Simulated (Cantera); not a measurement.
A perfectly stirred reactor is fed with 2.26 % CH4, 1.92 % C2H6, 12.1 % O2, 83.7 % N2, at 4.05 atm; it is adiabatic with a 600 K inlet, and is followed from long to short residence time, starting on the burning branch (τ in s: 0.081, 0.044, 0.024, 0.013, 0.007, 0.0038, 0.002, 0.0011, 0.0006, 0.00033, 0.00018, 9.6e-05).

Computed with Cantera and GRI-Mech 3.0 (53 species, 325 reactions).

**Question.** Predict: blow-out, bracketed by the residence times tried; x(CH4) at τ = 81.0 ms; x(C2H6) at τ = 81.0 ms; x(O2) at τ = 81.0 ms; x(H) at τ = 81.0 ms; x(H2) at τ = 81.0 ms; x(CH4) at τ = 2.00 ms; x(C2H6) at τ = 2.00 ms; x(O2) at τ = 2.00 ms; x(H) at τ = 2.00 ms; x(H2) at τ = 2.00 ms.

**Answer.** 
```json
{
  "blow_out_bracketed_by_the_residence_times_tried": "burning at 0.180 ms, out at 96.0 µs",
  "x(CH4) at τ = 81.0 ms": "2.90e-6",
  "x(C2H6) at τ = 81.0 ms": "4.14e-7",
  "x(O2) at τ = 81.0 ms": "0.00869",
  "x(H) at τ = 81.0 ms": "2.10e-5",
  "x(H2) at τ = 81.0 ms": "0.000251",
  "x(CH4) at τ = 2.00 ms": "3.44e-5",
  "x(C2H6) at τ = 2.00 ms": "6.51e-6",
  "x(O2) at τ = 2.00 ms": "0.0113",
  "x(H) at τ = 2.00 ms": "0.000372",
  "x(H2) at τ = 2.00 ms": "0.00162"
}
```
